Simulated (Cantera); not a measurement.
A Cantera script and its output.

```python
import numpy as np
import cantera as ct

gas = ct.Solution("h2o2.yaml")
gas.TPX = 1223, 320, {'H2': 0.076, 'O2': 1, 'N2': 1.3, 'H2O': 0.021}
reactor = ct.IdealGasConstPressureReactor(gas, energy="off", clone=False)
net = ct.ReactorNet([reactor])
net.rtol, net.atol = 1e-08, 1e-18
show = ['H2', 'O2', 'OH', 'H2O', 'O', 'HO2']
times = np.geomspace(0.0008, 200, 10)

steps = ct.SolutionArray(gas, extra=["t"])
rows = []
print(f"{'t/s':>10s}{'T/K':>9s}{'P/Pa':>11s}" + "".join(f"{s:>11s}" for s in show))
for t in times:
    while net.time < t:
        t_next = net.step()
        steps.append(gas.state, t=t_next)
    rows.append([np.interp(t, steps.t, y) for y in (steps.T, steps.P, *steps(*show).X.T)])
    print(f"{t:10.3e}{rows[-1][0]:9.1f}{rows[-1][1]:11.4g}" + "".join(f"{x:11.3e}" for x in rows[-1][2:]))
rate = np.gradient(steps.T, steps.t)
print("integrator steps:", len(steps.t))
if steps.T.max() > steps.T[0] + 200:
    print(f"time of steepest temperature rise: {steps.t[rate.argmax()]:.4e} s")
gas.TPX = 1223, 320, {'H2': 0.076, 'O2': 1, 'N2': 1.3, 'H2O': 0.021}
gas.equilibrate("TP")
print(f"equilibrium (TP): T = {gas.T:.1f} K  " + "  ".join(f"{s} {gas[s].X[0]:.3e}" for s in show))
```

Result:

```
       t/s      T/K       P/Pa         H2         O2         OH        H2O          O        HO2
 8.000e-04   1223.0        320  3.171e-02  4.172e-01  1.877e-09  8.761e-03  2.360e-09  3.582e-09
 3.183e-03   1223.0        320  3.171e-02  4.172e-01  3.916e-08  8.761e-03  5.758e-08  1.428e-08
 1.267e-02   1223.0        320  3.008e-02  4.160e-01  4.682e-04  9.930e-03  7.175e-04  3.211e-07
 5.040e-02   1223.0        320  8.547e-04  3.936e-01  2.440e-03  3.515e-02  1.885e-02  4.027e-07
 2.005e-01   1223.0        320  7.719e-04  3.951e-01  2.323e-03  3.588e-02  1.675e-02  3.961e-07
 7.979e-01   1223.0        320  5.198e-04  3.995e-01  1.916e-03  3.785e-02  1.082e-02  3.645e-07
 3.175e+00   1223.0        320  1.478e-04  4.054e-01  1.028e-03  4.016e-02  2.946e-03  2.399e-07
 1.263e+01   1223.0        320  1.509e-05  4.075e-01  3.295e-04  4.092e-02  2.970e-04  6.677e-08
 5.026e+01   1223.0        320  1.391e-06  4.077e-01  1.002e-04  4.107e-02  2.737e-05  1.052e-08
 2.000e+02   1223.0        320  1.875e-07  4.078e-01  3.683e-05  4.110e-02  3.693e-06  3.078e-09
integrator steps: 1754
equilibrium (TP): T = 1223.0 K  H2 2.328e-08  O2 4.078e-01  OH 1.299e-05  H2O 4.111e-02  O 4.591e-07  HO2 4.324e-09
```

Computed with Cantera and the H2/O2 subset of GRI-Mech 3.0, which has no nitrogen chemistry. Radical loss at walls, strong at low pressure, is not modelled.
